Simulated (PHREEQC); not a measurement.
Make-up at 20 °C: 120 mmol/kgw HF and 1.8 mmol/kgw H2SO4. Closed to the air; pH follows from the charge balance.

Model: ion-association model, phreeqc.dat, run in PHREEQC.

Precipitation was switched off in this run.

Question: Order these F species by the share of F that they hold, largest first: HF2-, HF, F-.

Answer: HF (89 %), F- (6.2 %), HF2- (4.9 %)

The pH is 1.93 and the ionic strength 0.0142 mol/kgw. Species that the database lacks are ignored.
